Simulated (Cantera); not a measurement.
A closed system holds: 1 mol TiO2, 1.7 mol CH4, 0.039 mol CO, equilibrated at 2780 Torr.

Equilibrium computed with Cantera from the NASA thermochemical tables; the gas is ideal and each condensed phase is pure. Candidate condensed phases: C, C6H6, C7H8, C8H18, H2O, Ti, TiC, TiO, TiO2, Ti2O3, Ti3O5, Ti4O7; 113 gas species. Mutual solubility and eutectic melting of coexisting phases are not modelled. TiC, TiO: taken at fixed stoichiometry. Condensed phases not in the tables: solid solutions among these carbides, nitrides and lower oxides. Kinetics and transport are ignored.

Over these rows the condensed part is TiC(s) + TiO(l). Partial pressures as log10 of bar:

```tsv
T (K)	1000/T (1/K)	log p Ti	log p H2	log p CO
2273	0.4399	-5.74	0.42	0.03
2323	0.4305	-5.38	0.42	0.03
2373	0.4214	?	0.42	0.03
2423	0.4127	-4.71	0.42	0.03
2473	0.4044	-4.40	0.41	0.03
2523	0.3964	-4.09	0.41	0.03
```

**Question.** Fit log p(Ti) = a + b·(1000/T) to the five rows, give the apparent enthalpy, and predict the row at 2373 K.

**Answer.** Means: 1000/T = 0.4168, log p = -4.864. Sxy = -0.049479, Sxx = 0.0013080, so b = -37.83 and a = -4.864 − (-37.83)×0.4168 = 10.90.
Apparent enthalpy: −19.145 × (-37.83) = 724 kJ/mol. With the condensed phases at unit activity, 1/2 TiC(s) + 1/2 TiO(l) = Ti(g) + 1/2 CO(g) links this pressure to the main gases: over the six rows their terms move log p by +0.00 in all, so the slope is close to that reaction's ΔH°. The five rows lie within 0.01 of the line.
Prediction at 2373 K: 10.90 + (-37.83)×0.4214 = -5.04. The computed value is -5.04, 0.00 from the line.
